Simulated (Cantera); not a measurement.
Si + Cl2 + H2 (chlorosilane synthesis and conversion)

Input: 1 mol Si, 0.94 mol Cl2, 9.8 mol H2, equilibrated at 1400 K and 12000 Torr.

These are equilibrium values from Cantera (NASA tables, ideal gas, pure condensed phases), not measurements of a reactor. Candidate condensed phases: Si; 19 gas species. The tables' values for SiCl3 are old estimates; treat these amounts as uncertain. Gases not in the tables: Si2H6 and higher silanes. Equilibrium is a limit: real reactors are often held back by kinetics, nucleation or transport.

```yaml
x(H2): 0.914
x(HCl): 0.0380
x(SiHCl3): 0.0211
x(SiCl4): 0.0124
x(SiH2Cl2): 0.00540
x(SiCl2): 0.00466
x(SiCl3): 0.00368
x(SiH3Cl): 0.000398
x(SiH4): 1.20e-5
n(Si(s)): 0.509 mol
gas_amount: 10.32 mol
```
